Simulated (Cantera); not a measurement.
Input (Python, Cantera) and output of one run.

```python
import numpy as np
import cantera as ct

gas_names = """
    O2 N NO2 O N2 N2O
""".split()
cond_names = """

""".split()


# ... load() reads the species with a 1 bar reference pressure and builds the phases ...
species = {s.name: s for s in load("nasa_gas.yaml", gas_names) + load("nasa_condensed.yaml", cond_names)}
# Each term lists the table entries of one substance; the one whose range holds T is used.
reactions = {
    'O2(g) + N(g) = NO2(g)':
        [(-1, ['O2']), (-1, ['N']), (1, ['NO2'])],
    'NO2(g) = N(g) + 2 O(g)':
        [(-1, ['NO2']), (1, ['N']), (2, ['O'])],
    'O(g) + N2(g) = N2O(g)':
        [(-1, ['O']), (-1, ['N2']), (1, ['N2O'])],
}


def pick(names, T):
    return next(species[n] for n in names if species[n].thermo.min_temp <= T <= species[n].thermo.max_temp)


results = []
for label, terms in reactions.items():
    print(label)
    print("     T/K   dH/kJ  dS/(J/K)   dG/kJ   log10 K")
    for T in [575, 775, 975, 1175, 1375, 1575, 1775, 1975, 2175, 2375, 2575]:
        used = [(nu, pick(names, T)) for nu, names in terms]
        dH = sum(nu * s.thermo.h(T) for nu, s in used) / 1e6
        dS = sum(nu * s.thermo.s(T) for nu, s in used) / 1e3
        dG = dH - T * dS / 1e3
        logK = -dG * 1e6 / (ct.gas_constant * T * np.log(10))
        results.append((label, T, dH, dS, dG, logK, [s.name for _, s in used]))
        print(f"{T:8g} {dH:8.1f} {dS:8.1f} {dG:8.1f} {logK:8.2f}")
```

It prints:

```
O2(g) + N(g) = NO2(g)
     T/K   dH/kJ  dS/(J/K)   dG/kJ   log10 K
     575   -441.2   -124.9   -369.4    33.55
     775   -442.3   -126.5   -344.2    23.20
     975   -443.0   -127.4   -318.8    17.08
    1175   -443.5   -127.8   -293.3    13.04
    1375   -443.8   -128.1   -267.7    10.17
    1575   -444.0   -128.2   -242.1     8.03
    1775   -444.2   -128.3   -216.4     6.37
    1975   -444.3   -128.4   -190.7     5.04
    2175   -444.3   -128.4   -165.1     3.96
    2375   -444.4   -128.4   -139.4     3.07
    2575   -444.4   -128.4   -113.7     2.31
NO2(g) = N(g) + 2 O(g)
     T/K   dH/kJ  dS/(J/K)   dG/kJ   log10 K
     575    942.9    250.1    799.1   -72.59
     775    945.9    254.6    748.6   -50.46
     975    948.2    257.2    697.4   -37.36
    1175    950.0    258.9    645.8   -28.71
    1375    951.5    260.1    593.9   -22.56
    1575    952.8    260.9    541.8   -17.97
    1775    953.9    261.6    489.5   -14.41
    1975    954.8    262.1    437.2   -11.56
    2175    955.6    262.5    384.7    -9.24
    2375    956.2    262.8    332.2    -7.31
    2575    956.8    263.0    279.6    -5.67
O(g) + N2(g) = N2O(g)
     T/K   dH/kJ  dS/(J/K)   dG/kJ   log10 K
     575   -169.5   -137.7    -90.4     8.21
     775   -169.9   -138.2    -62.8     4.23
     975   -169.7   -138.0    -35.2     1.88
    1175   -169.3   -137.7     -7.6     0.34
    1375   -168.8   -137.2     19.9    -0.76
    1575   -168.1   -136.8     47.3    -1.57
    1775   -167.4   -136.3     74.6    -2.20
    1975   -166.5   -135.9    101.8    -2.69
    2175   -165.6   -135.4    129.0    -3.10
    2375   -164.7   -135.0    156.0    -3.43
    2575   -163.7   -134.6    183.0    -3.71
```

Source: NASA polynomial tables (part measured, part estimated), evaluated in Cantera. Condensed species are held in their standard states even where they would react or evaporate.
